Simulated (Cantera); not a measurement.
An isothermal, constant-pressure homogeneous reactor starts with CH₄ : H₂O : H₂ = 1 : 1.3 : 1.2 (molar parts), at 1675 K and 1.00 bar.

Model: GRI-Mech 3.0 (53 species, 325 reactions), integrated in Cantera.

One state of this run: x CH₄ = 0.0161; x H₂O = 0.105; x H₂ = 0.719; x C₂H = 1.20e-8; x HCO = 1.17e-8; x CH₂O = 9.32e-8. x: mole fraction; the columns are a selection and need not sum to one.

### Question
Which value of t (s) does it belong to?
(A) 60.0
(B) 2.97
(C) 8.00e-5
(D) 0.000360

### Answer
B, 2.97
